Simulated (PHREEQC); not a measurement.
Consider water at 20 °C with 58 mmol/kgw Na2S. Closed to the air; pH follows from the charge balance.

Computed with PHREEQC (ion-association model, phreeqc.dat).

```
quantity                  before   after
------------------------  ------  ------
pH                         12.57   12.83
ionic strength (mol/kgw)   0.140  0.0580
```

Question: Name the change that produced these shifts.
(A) temperature from 20 to 70 °C
(B) temperature from 20 to 35 °C
(C) Na2S replaced by NaOH at the same molality
(D) Na2S from 0.058 to 0.0058 mol/kgw
(E) Na2S from 0.058 to 0.0638 mol/kgw

Answer: C, Na2S replaced by NaOH at the same molality

No solid was allowed to form. With this much S-2 the pH rests on the database's HS-/S-2 constant; if that pK is higher, the solution is more alkaline. The database's pK near 12.9 for HS-/S-2 is now thought far too low, so its S-2 is overstated.
